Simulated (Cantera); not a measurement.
A perfectly stirred reactor is fed with CH4 : CO : O2 : N2 = 1 : 0.2 : 2.21 : 24.3 (molar parts), at 520000 Pa; it is adiabatic with a 525 K inlet, and is followed from long to short residence time, starting on the burning branch (τ in s: 0.11, 0.036, 0.012, 0.0039, 0.0013, 0.00043, 0.00014, 4.7e-05, 1.6e-05, 5.2e-06).

Model: GRI-Mech 3.0 (53 species, 325 reactions), integrated in Cantera.

Q: What does this change do: inlet temperature 525 to 775 K?

A: 
| quantity | before | after |
|---|---|---|
| state | not burning at any residence time tried | not reached |
| x(CH4) at τ = 0.110 s | 0.0361 | 8.65e-6 |
| x(CO) at τ = 0.110 s | 0.00722 | 0.000412 |
| x(O2) at τ = 0.110 s | 0.0798 | 0.00422 |
| x(C2H) at τ = 0.110 s | <1e-12 | 8.03e-12 |
| x(H2) at τ = 0.110 s | <1e-12 | 0.000155 |
| x(CH4) at τ = 0.430 ms | 0.0361 | 0.0361 |
| x(CO) at τ = 0.430 ms | 0.00722 | 0.00722 |
| x(O2) at τ = 0.430 ms | 0.0798 | 0.0798 |
| x(C2H) at τ = 0.430 ms | <1e-12 | <1e-12 |
| x(H2) at τ = 0.430 ms | <1e-12 | <1e-12 |
| blow-out, bracketed by the residence times tried | not reached | burning at 3.90 ms, out at 1.30 ms |

Q: What does this change do: O2 2.21 to 2.8 parts?

A: 
| quantity | before | after |
|---|---|---|
| state | not burning at any residence time tried | not reached |
| x(CH4) at τ = 0.110 s | 0.0361 | 3.93e-5 |
| x(CO) at τ = 0.110 s | 0.00722 | 0.000436 |
| x(O2) at τ = 0.110 s | 0.0798 | 0.0251 |
| x(C2H) at τ = 0.110 s | <1e-12 | 4.11e-12 |
| x(H2) at τ = 0.110 s | <1e-12 | 3.26e-5 |
| x(CH4) at τ = 0.430 ms | 0.0361 | 0.0353 |
| x(CO) at τ = 0.430 ms | 0.00722 | 0.00707 |
| x(O2) at τ = 0.430 ms | 0.0798 | 0.0989 |
| x(C2H) at τ = 0.430 ms | <1e-12 | <1e-12 |
| x(H2) at τ = 0.430 ms | <1e-12 | <1e-12 |
| blow-out, bracketed by the residence times tried | not reached | burning at 12.0 ms, out at 3.90 ms |
